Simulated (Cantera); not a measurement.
An isothermal, constant-pressure homogeneous reactor starts with N2O : H2O = 1 : 0.12 (molar parts), at 1550 K and 0.987 atm. Integrator tolerance rtol = 1e-08.

Model: GRI-Mech 3.0 (53 species, 325 reactions), integrated in Cantera. GRI-Mech 3.0 was tuned for natural gas; its chemistry of N2O as a main component is partial and can be far from experiment. The temperature is held fixed by assumption; the heat of reaction is taken as removed at once.

### Question
What does this change do: temperature 1550 to 1450 K?

### Answer
```tsv
quantity	before	after
x(N2O) at 60.0 s	1.84e-6 (gas-phase equilibrium 8.92e-8)	1.53e-6 (gas-phase equilibrium 5.64e-8)
x(H2O) at 60.0 s	0.0740 (gas-phase equilibrium 0.0740)	0.0741 (gas-phase equilibrium 0.0740)
x(OH) at 60.0 s	0.000109 (gas-phase equilibrium 0.000113)	4.58e-5 (gas-phase equilibrium 4.74e-5)
x(NO) at 60.0 s	0.0842 (gas-phase equilibrium 0.00167)	0.0802 (gas-phase equilibrium 0.00102)
x(H2O2) at 60.0 s	1.05e-8 (gas-phase equilibrium 1.13e-8)	5.91e-9 (gas-phase equilibrium 6.33e-9)
```

### Question
What does this change do: H2O 0.12 to 0.52 parts?

### Answer
```json
[
 {"quantity": "x(N2O) at 60.0 s", "before": "1.84e-6 (gas-phase equilibrium 8.92e-8)", "after": "5.49e-7 (gas-phase equilibrium 6.40e-8)"},
 {"quantity": "x(H2O) at 60.0 s", "before": "0.0740 (gas-phase equilibrium 0.0740)", "after": "0.257 (gas-phase equilibrium 0.257)"},
 {"quantity": "x(OH) at 60.0 s", "before": "0.000109 (gas-phase equilibrium 0.000113)", "after": "0.000194 (gas-phase equilibrium 0.000200)"},
 {"quantity": "x(NO) at 60.0 s", "before": "0.0842 (gas-phase equilibrium 0.00167)", "after": "0.0559 (gas-phase equilibrium 0.00134)"},
 {"quantity": "x(H2O2) at 60.0 s", "before": "1.05e-8 (gas-phase equilibrium 1.13e-8)", "after": "3.32e-8 (gas-phase equilibrium 3.52e-8)"}
]
```
